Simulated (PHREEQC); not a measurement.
Make-up at 20 °C: 0.18 mol/kgw HNO3, 0.0019 mol/kgw NiCl2 and 0.24 mol/kgw KCl. Closed to the air; pH follows from the charge balance.

Model: ion-association model, wateq4f.dat, run in PHREEQC.

```csv
quantity,before,after
pH,0.86,2.77
Ni+2 (mol/kgw),0.00156,1.89e-5
NiCl+ (mol/kgw),0.000246,8.75e-8
NiCl2 (mol/kgw),9.50e-5,6.73e-10
```

**Question.** Which change was made?
A) KCl from 0.24 to 0.264 mol/kgw
B) 0.24 mol/kgw Na2SO4 added
C) diluted 100-fold with water
D) temperature from 20 to 10 °C
E) 0.013 mol/kgw K2HPO4 added

**Answer.** C, diluted 100-fold with water

Precipitation was switched off in this run.
